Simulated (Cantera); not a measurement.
**Gas activation for diamond growth**

A perfectly stirred reactor is fed with CH4 : H2 : H = 0.025 : 1 : 0.019 (molar parts), at 20.0 Torr; it is held at 1725 K, and followed from long to short residence time.

Detailed kinetics in Cantera: GRI-Mech 3.0 (53 species, 325 reactions). GRI-Mech 3.0 stops at C3 and has no aromatics, soot or wall deposition, so with more carbon than oxygen in the feed, carbon stays in small species such as C2H2 where larger ones or solid carbon would form. Radical loss at walls, strong at low pressure, is not modelled.

```tsv
τ (s)	x CH4	x H2	x H	x C2H2	x C2H4
28	0.00254	0.986	0.00118	0.0105	1.17e-5
8.9	0.00417	0.985	0.00122	0.00969	1.21e-5
2.8	0.00649	0.983	0.00132	0.00852	1.40e-5
0.89	0.00922	0.982	0.00152	0.00713	1.92e-5
0.28	0.0118	0.980	0.00192	0.00574	2.98e-5
0.089	0.0139	0.978	0.00264	0.00455	4.76e-5
0.028	0.0156	0.976	0.00381	0.00349	7.45e-5
0.0089	0.0168	0.973	0.00548	0.00252	0.000110
0.0028	0.0177	0.970	0.00764	0.00161	0.000148
0.00089	0.0183	0.967	0.00993	0.000820	0.000168
```
x: mole fraction; the columns are a selection and need not sum to one.
